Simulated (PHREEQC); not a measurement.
Solution (6.7 °C): 0.0052 mol NaOH, 5.1e-07 mol H4SiO4 and 0.0034 mol NaCl per kg of water. Closed to the air; pH follows from the charge balance.

Computed with PHREEQC (Pitzer model, pitzer.dat).

No solid was allowed to form.

Question: Order these Si species by the share of Si that they hold, largest first: H2SiO4-2, H3SiO4-, H4SiO4.

Answer: H3SiO4- (94 %), H2SiO4-2 (5.0 %), H4SiO4 (0.55 %)

The pH is 12.34 and the ionic strength 0.00860 mol/kgw. At this temperature some constants are extrapolated from 25 °C, and those without enthalpy data are left unchanged.
